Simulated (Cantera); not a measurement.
A Cantera script and what it prints.

```python
import numpy as np
import cantera as ct

gas_names = """
    Fe FeO Fe(OH)2 H HO2 H2 H2O H2O2 O OH O2 O3
""".split()
cond_names = """
    Fe(a) Fe(c) Fe(d) Fe(L) FeO(s) FeO(L) Fe(OH)2(s) Fe(OH)3(s) Fe2O3(s) Fe3O4(s) H2O(s) H2O(L)
""".split()


def load(file, names, dense=False):
    # The tables refer to 1 bar. Condensed volumes are neglected.
    table = {s.name: s for s in ct.Species.list_from_file(file)}
    out = []
    for n in names:
        d = dict(table[n].input_data)
        d["thermo"] = dict(d["thermo"], **{"reference-pressure": 1e5})
        if dense:
            d["equation-of-state"] = {"model": "constant-volume", "density": "1e6 g/cm^3"}
        out.append(ct.Species.from_dict(d))
    return out


gas = ct.Solution(thermo="ideal-gas", species=load("nasa_gas.yaml", gas_names))
cond = {s.name: ct.Solution(thermo="fixed-stoichiometry", species=[s], name=s.name)
        for s in load("nasa_condensed.yaml", cond_names, dense=True)}
atoms = {
    'Fe2O3': {'Fe': 2, 'O': 3},
    'H2': {'H': 2},
    'H2O': {'H': 2, 'O': 1},
}
top_T = {'Fe2O3(s)': 1830, 'Fe3O4(s)': 1870}  # K; cautious upper limits of use, not melting points


def equilibrate(T, P, feed):
    n = {}
    for name, mol in feed.items():
        for a, k in atoms[name].items():
            n[a] = n.get(a, 0.0) + k * mol
    gas.TPX = T, P, n
    mass = sum(n.values()) * gas.mean_molecular_weight
    gas.equilibrate("TP")
    valid = [c for c in cond.values() if c.min_temp <= T <= top_T.get(c.name, c.max_temp)]
    mix = ct.Mixture([(gas, mass / gas.mean_molecular_weight)] + [(c, 0.0) for c in valid])
    mix.T, mix.P = T, P
    mix.equilibrate("TP", solver="vcs", rtol=1e-11, max_steps=5000)
    return mix


results = []
feed = {'Fe2O3': 1, 'H2': 1.4, 'H2O': 0.27}  # mol
T = 2125  # K
P = 830  # Pa
mix = equilibrate(T, P, feed)
results.append((T, P, feed, dict(zip(mix.species_names, mix.species_moles))))
print(gas.report(threshold=0.001))
for i in range(1, mix.n_phases):
    print(f"{mix.phase(i).name:16s} {mix.phase_moles(i):12.5e} mol")
```

Output:

```
       temperature   2125 K
          pressure   830 Pa
           density   0.00072262 kg/m^3
  mean mol. weight   15.382 kg/kmol
   phase of matter   gas

                          1 kg             1 kmol
                     ---------------   ---------------
          enthalpy       -6.0188e+06       -9.2584e+07  J
   internal energy       -7.1674e+06       -1.1025e+08  J
           entropy             19203        2.9539e+05  J/K
    Gibbs function       -4.6825e+07       -7.2029e+08  J
 heat capacity c_p            3086.7             47480  J/K
 heat capacity c_v            2546.1             39166  J/K

                      mass frac. Y      mole frac. X     chem. pot. / RT
                     ---------------   ---------------   ---------------
                Fe          0.078612          0.021654            -10.02
               FeO         0.0096468         0.0020655           -30.489
                 H         0.0011849          0.018082           -13.024
                H2          0.026972            0.2058           -26.048
               H2O           0.86961           0.74253           -46.517
                OH         0.0089487         0.0080938           -33.493
     [   +6 minor]         0.0050276         0.0017729

Fe(L)             0.00000e+00 mol
FeO(L)            1.95796e+00 mol
```

Cantera equilibrium calculation (NASA polynomials, part measured and part estimated; ideal gas, pure solids and liquids). The tables' stoichiometric FeO is somewhat more stable than real wüstite, so its field is too wide. FeO: taken at fixed stoichiometry.
